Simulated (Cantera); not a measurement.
Input (Python, Cantera):

```python
import numpy as np
import cantera as ct

gas = ct.Solution("gri30.yaml")
gas.TPX = 1198, 500000, {'C3H8': 1, 'O2': 8.06, 'N2': 30.3}
reactor = ct.IdealGasConstPressureReactor(gas, energy="on", clone=False)
net = ct.ReactorNet([reactor])
net.rtol, net.atol = 1e-08, 1e-16
show = ['C3H8', 'O2', 'H', 'C2H6', 'H2O', 'H2O2', 'NO']
times = np.geomspace(1e-06, 2, 12)

steps = ct.SolutionArray(gas, extra=["t"])
rows = []
print(f"{'t/s':>10s}{'T/K':>9s}{'P/Pa':>11s}" + "".join(f"{s:>11s}" for s in show))
for t in times:
    while net.time < t:
        t_next = net.step()
        steps.append(gas.state, t=t_next)
    rows.append([np.interp(t, steps.t, y) for y in (steps.T, steps.P, *steps(*show).X.T)])
    print(f"{t:10.3e}{rows[-1][0]:9.1f}{rows[-1][1]:11.4g}" + "".join(f"{x:11.3e}" for x in rows[-1][2:]))
rate = np.gradient(steps.T, steps.t)
print("integrator steps:", len(steps.t))
if steps.T.max() > steps.T[0] + 200:
    print(f"time of steepest temperature rise: {steps.t[rate.argmax()]:.4e} s")
gas.TPX = 1198, 500000, {'C3H8': 1, 'O2': 8.06, 'N2': 30.3}
gas.equilibrate("HP")
print(f"equilibrium (HP): T = {gas.T:.1f} K  " + "  ".join(f"{s} {gas[s].X[0]:.3e}" for s in show))
```

Output:

```
       t/s      T/K       P/Pa       C3H8         O2          H       C2H6        H2O       H2O2         NO
 1.000e-06   1198.0      5e+05  2.541e-02  2.048e-01  1.247e-09  3.524e-12  2.325e-09  1.838e-10  1.683e-20
 3.740e-06   1198.0      5e+05  2.541e-02  2.048e-01  1.602e-09  2.036e-10  2.393e-08  4.480e-09  1.691e-19
 1.398e-05   1198.0      5e+05  2.540e-02  2.048e-01  2.323e-09  1.183e-08  2.395e-07  7.205e-08  1.191e-18
 5.230e-05   1197.9      5e+05  2.539e-02  2.048e-01  9.834e-09  7.819e-07  5.087e-06  7.790e-07  2.146e-17
 1.956e-04   1198.0      5e+05  2.523e-02  2.047e-01  2.049e-08  2.686e-05  7.289e-05  2.011e-06  5.293e-16
 7.313e-04   1198.7      5e+05  2.452e-02  2.042e-01  3.151e-08  1.648e-04  4.195e-04  3.082e-06  3.703e-15
 2.735e-03   2441.5      5e+05  3.231e-45  7.519e-02  2.344e-04  1.362e-34  9.480e-02  3.597e-07  2.038e-04
 1.023e-02   2431.5      5e+05  4.083e-51  7.227e-02  2.157e-04  3.590e-35  9.501e-02  3.461e-07  6.098e-03
 3.824e-02   2422.7      5e+05  3.249e-51  6.988e-02  2.041e-04  3.072e-35  9.516e-02  3.341e-07  1.096e-02
 1.430e-01   2422.2      5e+05  3.210e-51  6.976e-02  2.036e-04  3.047e-35  9.517e-02  3.334e-07  1.121e-02
 5.348e-01   2422.2      5e+05  3.210e-51  6.976e-02  2.036e-04  3.047e-35  9.517e-02  3.334e-07  1.121e-02
 2.000e+00   2422.2      5e+05  3.210e-51  6.976e-02  2.036e-04  3.047e-35  9.517e-02  3.334e-07  1.121e-02
integrator steps: 2179
time of steepest temperature rise: 2.5940e-03 s
equilibrium (HP): T = 2422.2 K  C3H8 5.801e-51  O2 6.976e-02  H 2.036e-04  C2H6 5.257e-35  H2O 9.517e-02  H2O2 3.334e-07  NO 1.121e-02
```

Computed with Cantera and GRI-Mech 3.0 (53 species, 325 reactions). GRI-Mech 3.0 was tuned for natural gas; its chemistry of propane as a main component is partial and can be far from experiment.
